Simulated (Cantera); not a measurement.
A closed system holds: 1 mol SiH4, 0.084 mol Cl2, 190 mol H2, equilibrated at 1.50 bar.

Equilibrium computed with Cantera from the NASA thermochemical tables; the gas is ideal and each condensed phase is pure. Candidate condensed phases: Si; 19 gas species. Kinetics and transport are ignored. All values below are at 1200 K.

Base state: H2 0.999, HCl 0.000864 (mole fractions); condensed: Si(s).

Problem. What changes in the equilibrium state with this change: SiH4 replaced by SiCl4?

Solution. 
| species | before | after |
|---|---|---|
| H2 | 0.999 | 0.984 |
| HCl | 0.000864 | 0.0127 |
| SiHCl3 | 4.41e-7 | 0.00142 |
| SiCl4 | 1.40e-8 | 0.000674 |
| SiCl3 | 5.31e-8 | 0.000172 |
| SiCl2 | 1.76e-6 | 0.000386 |
| SiH2Cl2 | 1.82e-6 | 0.000392 |
| SiH3Cl | 2.05e-6 | 2.97e-5 |
| Si(s), mol | 0.999 | 0.411 |
The tables' values for SiCl3 are old estimates; treat these amounts as uncertain.
